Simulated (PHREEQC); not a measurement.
Make-up at 92 °C: 0.0016 mol Ni(NO3)2, 0.0021 mol Na2SO4 and 0.23 mol H2SO4 per kg of water. Closed to the air; pH follows from the charge balance.

Equilibrium calculation in PHREEQC: ion-association model, wateq4f.dat.

| Item | Result |
|---|---|
| pH | 0.74 |
| ionic strength | 0.250 mol/kgw |
| activity of water | 0.992 |
| total alkalinity | -460 meq/kg |

```json
[
 {"species": "H+", "molality": "0.235", "activity": "0.180", "log γ": "-0.116"},
 {"species": "HSO4-", "molality": "0.225", "activity": "0.153", "log γ": "-0.166"},
 {"species": "SO4-2", "molality": "0.00668", "activity": "0.00151", "log γ": "-0.645"},
 {"species": "Na+", "molality": "0.00416", "activity": "0.00290", "log γ": "-0.156"},
 {"species": "NO3-", "molality": "0.00320", "activity": "0.00204", "log γ": "-0.195"},
 {"species": "Ni+2", "molality": "0.00144", "activity": "0.000356", "log γ": "-0.608"},
 {"species": "NiSO4", "molality": "0.000159", "activity": "0.000168", "log γ": "0.025"},
 {"species": "NaSO4-", "molality": "4.43e-5", "activity": "3.11e-5", "log γ": "-0.153"},
 {"species": "Ni(SO4)2-2", "molality": "3.45e-8", "activity": "8.52e-9", "log γ": "-0.608"}
]
```

Precipitation was switched off in this run. At this temperature some constants are extrapolated from 25 °C, and those without enthalpy data are left unchanged.
